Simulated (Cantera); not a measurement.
Input: 1 mol V, 16 mol NH3, held at 2048 K and 100 Torr.

Equilibrium computed with Cantera from the NASA thermochemical tables; the gas is ideal and each condensed phase is pure. Candidate condensed phases: V, VN; 11 gas species. VN: taken at fixed stoichiometry. Condensed phases not in the tables: V2N. Equilibrium is a limit: real reactors are often held back by kinetics, nucleation or transport.

Base state: H2 0.757, N2 0.237, H 0.00534, V 1.17e-5 (mole fractions); condensed: VN(s).

Q: What changes in the equilibrium state with this change: temperature from 2048 K to 898.15 K?

A: 
| species | before | after |
|---|---|---|
| H2 | 0.757 | 0.762 |
| N2 | 0.237 | 0.238 |
| NH3 | 7.95e-7 | 5.32e-5 |
| H | 0.00534 | <1e-9 |
| V | 1.17e-5 | <1e-9 |
| VN(s), mol | 1.000 | 1.00 |

Q: What changes in the equilibrium state with this change: V replaced by Cr?

A: 
```
species      before    after
----------  -------  -------
H2            0.757    0.735
N2            0.237    0.246
Cr                0   0.0145
V           1.17e-5        0
H           0.00534  0.00526
VN(s), mol    1.000        0
Cr(s), mol        0    0.528
```
Further candidate phases: Cr, CrN, Cr2N.

Q: What changes in the equilibrium state with this change: pressure from 100 Torr to 0.00248 Torr?

A: 
```csv
species,before,after
H,0.00534,0.583
H2,0.757,0.224
N2,0.237,0.172
V,1.17e-5,0.0215
"VN(s), mol",1.000,0
```
